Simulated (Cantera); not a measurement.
A closed system holds: 1 mol SiC, 0.0093 mol H₂O, 250 mol N₂, 4.1 mol CO₂, held at 18.0 Pa.

These are equilibrium values from Cantera (NASA tables, ideal gas, pure condensed phases), not measurements of a reactor. Candidate condensed phases: C, C₆H₆, C₇H₈, C₈H₁₈, H₂O, Si, SiC, SiO₂, Si₂N₂O, Si₃N₄; 151 gas species. The tables hold silica as quartz up to 1696 K and as liquid above; real silica turns to tridymite and cristobalite and melts near 1996 K. The numbers say what is thermodynamically allowed, not how fast it happens.

**Question.** Which condensed phases are stable at each of these points (T (°C)): 925, 1025, 1125, 1225, 1325, 1425, 1525, 1625, 1725, 1825?

**Answer.** 
```
T (°C)  condensed phases  Si condensed (%)
------  ----------------  ----------------
925       SiO₂(β-quartz)             100.0
1025      SiO₂(β-quartz)             100.0
1125      SiO₂(β-quartz)             100.0
1225      SiO₂(β-quartz)              99.7
1325      SiO₂(β-quartz)              96.0
1425     SiO₂(condensed)              70.6
1525            gas only               0.0
1625            gas only               0.0
1725            gas only               0.0
1825            gas only               0.0
```

From 925 °C to 1325 °C the condensed part is SiO₂(β-quartz). At 1425 °C the condensed part is SiO₂(condensed). From 1525 °C to 1825 °C nothing is condensed.
